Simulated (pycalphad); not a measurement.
All values are pycalphad results on the COST 507 light-alloy database (1999) (1 atm), not direct measurements. The database dates from 1999; later assessments differ in places, in temperatures and in the compounds included. Phase fractions are per mole of atoms. Diffusion is slow at the low end, where real alloys seldom reach equilibrium.

Problem. Give the equilibrium state of Ti-0.42Hf-8.43B (at.%) at 402 °C.

Solution. HCP_A3, fraction 0.832, with 0.50 Hf, 0.03 B at.%; BM, fraction 0.168, with 0.01 Hf, 50.0 B at.%.

Problem. Give the equilibrium state of Ti-0.42Hf-8.43B (at.%) at 1527 °C.

Solution. BCC_A2, fraction 0.835, with 0.49 Hf, 0.22 B at.%; BM, fraction 0.165, with 0.05 Hf, 50.0 B at.%.

Database names, with the compositions (at.%) that they take in these runs: BM: Ti 50 B 50. BCC_A2 is bcc; HCP_A3 is hcp.
